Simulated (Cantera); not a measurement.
**Hydrocarbon pyrolysis for carbon deposition**

A perfectly stirred reactor is fed with C2H6 : N2 = 1 : 2.4 (molar parts), at 0.128 Torr; it is held at 1675 K, and followed from long to short residence time.

Cantera simulation using GRI-Mech 3.0 (53 species, 325 reactions); the numbers are that mechanism's predictions, not measurements. GRI-Mech 3.0 stops at C3 and has no aromatics, soot or wall deposition, so with more carbon than oxygen in the feed, carbon stays in small species such as C2H2 where larger ones or solid carbon would form. Radical loss at walls, strong at low pressure, is not modelled.

```tsv
τ (s)	x C2H6	x CH2	x H	x H2	x C2H	x C2H2	x HCN
4.1	0.000876	1.86e-5	0.00198	0.298	5.28e-6	0.160	9.68e-6
1.5	0.00230	2.70e-5	0.00212	0.268	5.73e-6	0.147	5.67e-6
0.54	0.00616	3.93e-5	0.00223	0.228	6.02e-6	0.125	3.32e-6
0.19	0.0168	5.69e-5	0.00225	0.182	5.65e-6	0.0924	1.94e-6
0.070	0.0431	7.66e-5	0.00208	0.133	4.09e-6	0.0531	1.13e-6
0.025	0.104	8.66e-5	0.00163	0.0818	1.69e-6	0.0174	5.57e-7
0.0092	0.193	6.65e-5	0.00100	0.0344	2.88e-7	0.00220	2.01e-7
0.0033	0.260	2.82e-5	0.000398	0.00670	7.19e-9	5.96e-5	3.02e-8
0.0012	0.284	5.59e-6	7.39e-5	0.000493	5.47e-12	4.00e-7	4.84e-10
0.00044	0.291	4.83e-7	8.53e-6	2.13e-5	<1e-12	3.35e-9	<1e-12
```
x: mole fraction; the columns are a selection and need not sum to one.
